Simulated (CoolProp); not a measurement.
Vapour-liquid equilibrium of p-xylene (1) + n-nonane (2) at 2.95 bar; x and y are mole fractions of (1).

Values from CoolProp's multi-fluid Helmholtz-energy mixture model, Zhou 2012 and Lemmon 2006; pair parameters Bell 2016.

### Question
Give the bubble temperature and the first vapour's composition at x = 0.2, 0.5, 0.95. Is there an azeotrope?

### Answer
x = 0.2: 193.2 °C, y = 0.243; x = 0.5: 189.2 °C, y = 0.557; x = 0.95: 183.9 °C, y = 0.960. No azeotrope shows between x = 0.05 and 0.95.

Pair parameters are fitted to limited data, so mixtures are less certain than the pure fluids.
